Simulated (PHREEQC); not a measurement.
Solution (20 °C): 0.22 mol/kgw ZnSO4, 0.003 mol/kgw H3BO3 and 0.00013 mol/kgw MnSO4. Closed to the air; pH follows from the charge balance.

Model: ion-association model, wateq4f.dat, run in PHREEQC.

```
Quantity                Value
--------------  -------------
pH                       5.51
ionic strength  0.407 mol/kgw
```

```tsv
species	molality	activity	log γ
Zn+2	0.102	0.0272	-0.573
ZnSO4	0.0807	0.0886	0.041
SO4-2	0.0641	0.0144	-0.647
Zn(SO4)2-2	0.0376	0.0108	-0.541
H3BO3	0.00300	0.00329	0.041
Mn+2	8.29e-5	2.22e-5	-0.573
MnSO4	4.71e-5	5.17e-5	0.041
ZnOH+	8.84e-6	6.47e-6	-0.135
HSO4-	5.77e-6	3.94e-6	-0.166
H+	4.04e-6	3.12e-6	-0.112
H2BO3-	9.02e-7	5.54e-7	-0.212
Zn(OH)2	3.18e-8	3.49e-8	0.041
```

Precipitation was switched off in this run.
